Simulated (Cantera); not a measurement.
Mixture: CO : H2 : O2 : N2 = 1 : 0.071 : 0.446 : 1.68 (molar parts), at 550000 Pa, adiabatic and at constant pressure. Ignition delay is the time to a rise of 400 K.

Detailed kinetics in Cantera: GRI-Mech 3.0 (53 species, 325 reactions). The hydrogen kinetics of GRI-Mech 3.0 are dated; newer H2 mechanisms differ, most at raised pressure. Where the delays flatten at high temperature, the 400 K rule measures the pace of heat release, not the induction time.

Q: What does this change do: H2 0.071 to 0.17 parts?

A: 
```tsv
quantity	before	after
delay at 1100 K	0.237 ms	0.165 ms
delay at 1200 K	41.2 µs	26.9 µs
delay at 1300 K	18.9 µs	12.3 µs
delay at 1400 K	12.3 µs	7.91 µs
delay at 1500 K	9.37 µs	5.93 µs
```
